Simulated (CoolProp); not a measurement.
Vapour pressure (kPa) of R1132(E): the reference equation beside estimates from Tc = 348.8 K, pc = 5174 kPa, ω = 0.245. Clausius-Clapeyron is anchored at 245.3 K with a constant enthalpy of vaporisation of 18.17 kJ/mol.

Computed with CoolProp (reference Helmholtz-energy equation of state, Akasaka 2024).

```
T (K)  reference  Lee-Kesler  Clausius-Clapeyron  van der Waals  Redlich-Kwong
-----  ---------  ----------  ------------------  -------------  -------------
245.3      307.7       307.9               307.7           1062          470.2
251.6      392.0       392.6               384.6           1206          579.6
258        494.4       495.5               477.0           1366          708.2
264.3      613.7       615.4               583.8           1535          853.3
270.7      755.9       758.0               709.8           1721           1021
277        918.4       920.8               852.8           1917           1207
283.4       1109        1111                1019           2129           1419
289.7       1323        1326                1205           2353           1651
296.1       1571        1573                1418           2595           1912
302.4       1847        1848                1654           2847           2194
308.8       2163        2163                1921           3118           2509
315.1       2511        2510                2213           3401           2847
```

Absolute difference from the reference over all 12 rows, mean and median: Lee-Kesler 0.2 and 0.2 %, Clausius-Clapeyron 7.0 and 7.6 %, van der Waals 115.4 and 100.4 %, Redlich-Kwong 31.0 and 29.7 %.
